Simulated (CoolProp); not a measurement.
Model: reference Helmholtz-energy equation of state, Schroeder 2014, in CoolProp.

Give the vapour pressure (bar), vapour Z, surface tension (mN/m), liquid viscosity (µPa s) of saturated ethanol at 260.6, 322.2, 445.3 K.


```csv
T (K),p (bar),vapour Z,surface tension (mN/m),liquid viscosity (µPa s)
260.6,0.00631,0.999,25.5,2430
322.2,0.281,0.986,19.6,700
445.3,16.7,0.802,7.35,129
```

Viscosity comes from a separate model (Kiselev 2005). Surface tension comes from a separate correlation (Mulero 2012).
